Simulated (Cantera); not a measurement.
Input: 1 mol SiF4, 11 mol NO, 2.8 mol H2, at 1.00 bar.

These are equilibrium values from Cantera (NASA tables, ideal gas, pure condensed phases), not measurements of a reactor. Candidate condensed phases: H2O, Si, SiO2, Si2N2O, Si3N4; 58 gas species. The tables hold silica as quartz up to 1696 K and as liquid above; real silica turns to tridymite and cristobalite and melts near 1996 K. The numbers say what is thermodynamically allowed, not how fast it happens. All values below are at 1200 K.

Base state: N2 0.393, O2 0.293, HF 0.167, H2O 0.117, SiF4 0.0297, NO 0.000163 (mole fractions); condensed: SiO2(β-quartz).

Q: What changes in the equilibrium state with this change: SiF4 replaced by Si2H6?

A: 
```json
[
 {"species": "H2O", "before": "0.117", "after": "0.487"},
 {"species": "N2", "before": "0.393", "after": "0.462"},
 {"species": "O2", "before": "0.293", "after": "0.0504"},
 {"species": "HF", "before": "0.167", "after": "0"},
 {"species": "SiF4", "before": "0.0297", "after": "0"},
 {"species": "NO", "before": "0.000163", "after": "7.34e-5"},
 {"species": "SiO2(β-quartz), mol", "before": "0.584", "after": "2.00"}
]
```
The feed counts by its element totals alone.

Q: What changes in the equilibrium state with this change: H2 from 2.8 to 18 mol?

A: 
```csv
species,before,after
H2O,0.117,0.358
H2,2.74e-9,0.275
N2,0.393,0.216
O2,0.293,<1e-9
SiF4,0.0297,0.00201
HF,0.167,0.149
NO,0.000163,<1e-9
NH3,<1e-9,1.28e-5
"SiO2(β-quartz), mol",0.584,0.949
```
